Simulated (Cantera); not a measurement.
Input: 1 mol SiO2, 4.1 mol CH4, 1.6 mol CO, at 2523 K and 5780 Torr.

Method: chemical equilibrium by Gibbs-energy minimisation in Cantera with the NASA 1993 tables (ideal gas, pure condensed phases). Candidate condensed phases: C, C6H6, C7H8, C8H18, H2O, Si, SiC, SiO2; 123 gas species. Gases not in the tables: Si2H6 and higher silanes. Rates play no part.

Base state: H2 0.678, CO 0.297, H 0.00825, C2H2 (acetylene) 0.00808, SiO 0.00717, CH4 0.000513, SiH2 0.000190, Si 0.000185 (mole fractions); condensed: C(graphite) + SiC(s).

What changes in the equilibrium state with this change: temperature from 2523 K to 2250 K?


| species | before | after |
|---|---|---|
| H2 | 0.678 | 0.689 |
| CO | 0.297 | 0.300 |
| SiO | 0.00717 | 0.00467 |
| H | 0.00825 | 0.00222 |
| C2H2 (acetylene) | 0.00808 | 0.00231 |
| SiC2 | 5.12e-5 | 1.11e-6 |
| Si2C | 2.80e-5 | 6.64e-7 |
| C(graphite), mol | 1.07 | 1.15 |
| SiC(s), mol | 0.908 | 0.944 |
